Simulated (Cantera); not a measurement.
What does this Cantera script print?

```python
import numpy as np
import cantera as ct

surf = ct.Interface("ptcombust.yaml", "Pt_surf")
gas = surf.adjacent["gas"]
gas.TPX = 1175, 300000, {'CH4': 0.0075, 'O2': 0.15, 'N2': 0.79}
surf.TP = 1175, 300000
reactor = ct.FlowReactor(gas, clone=False)
reactor.area = 0.0001  # m2
reactor.surface_area_to_volume_ratio = 330  # 1/m
reactor.mass_flow_rate = 3.6 * reactor.area * gas.density  # inlet velocity 3.6 m/s
reactor.energy_enabled = False
wall = ct.ReactorSurface(surf, reactor, clone=False)
net = ct.ReactorNet([reactor])
net.rtol, net.atol = 1e-8, 1e-16
show, cover = ['CH4', 'O2', 'H2O', 'CO2', 'CO'], ['PT(S)', 'H(S)', 'O(S)', 'OH(S)', 'CO(S)', 'C(S)']

rows = []
print(f"{'z/m':>9s}{'u/(m/s)':>9s}" + "".join(f"{s:>13s}" for s in show + cover))
for z in [7.3e-05, 0.00013, 0.00023, 0.00041, 0.00073, 0.0013, 0.0023, 0.0041, 0.0073]:
    net.advance(z)
    rows.append([reactor.speed, *gas[show].X, *surf[cover].coverages])
    print(f"{z:9.4g}{rows[-1][0]:9.3g}" + "".join(f"{x:13.4e}" for x in rows[-1][1:]))
```

It prints:

```
      z/m  u/(m/s)          CH4           O2          H2O          CO2           CO        PT(S)         H(S)         O(S)        OH(S)        CO(S)         C(S)
  7.3e-05      3.6   7.9059e-03   1.5829e-01   1.9214e-05   8.3151e-06   1.2835e-06   2.8988e-01   2.4465e-07   7.0985e-01   2.6854e-04   9.3578e-06   1.4167e-07
  0.00013      3.6   7.8984e-03   1.5828e-01   3.4206e-05   1.4961e-05   2.1245e-06   2.8988e-01   2.5530e-07   7.0983e-01   2.8036e-04   9.5316e-06   1.4154e-07
  0.00023      3.6   7.8852e-03   1.5825e-01   6.0479e-05   2.6883e-05   3.3214e-06   2.8989e-01   2.7294e-07   7.0980e-01   2.9995e-04   9.7760e-06   1.4132e-07
  0.00041      3.6   7.8615e-03   1.5821e-01   1.0768e-04   4.8956e-05   4.8076e-06   2.8989e-01   3.0203e-07   7.0976e-01   3.3225e-04   1.0071e-05   1.4091e-07
  0.00073      3.6   7.8194e-03   1.5812e-01   1.9130e-04   8.9301e-05   6.1739e-06   2.8990e-01   3.4759e-07   7.0970e-01   3.8283e-04   1.0320e-05   1.4018e-07
   0.0013      3.6   7.7448e-03   1.5798e-01   3.3935e-04   1.6231e-04   6.9206e-06   2.8991e-01   4.1613e-07   7.0962e-01   4.5891e-04   1.0397e-05   1.3887e-07
   0.0023      3.6   7.6147e-03   1.5772e-01   5.9643e-04   2.8992e-04   7.0188e-06   2.8993e-01   5.1377e-07   7.0949e-01   5.6726e-04   1.0272e-05   1.3658e-07
   0.0041      3.6   7.3828e-03   1.5726e-01   1.0510e-03   5.1470e-04   6.8481e-06   2.8999e-01   6.5157e-07   7.0928e-01   7.1999e-04   9.9754e-06   1.3252e-07
   0.0073      3.6   6.9790e-03   1.5648e-01   1.8330e-03   8.9815e-04   6.5769e-06   2.9011e-01   8.3739e-07   7.0895e-01   9.2552e-04   9.4652e-06   1.2545e-07
```

Detailed kinetics in Cantera: Deutschmann's 1995 Pt surface mechanism with GRI-Mech 3.0 gas chemistry. Catalytic surfaces can have several steady states; this one follows from the mechanism file's or the stated starting coverage. Mass transfer to the wall is taken as infinitely fast.
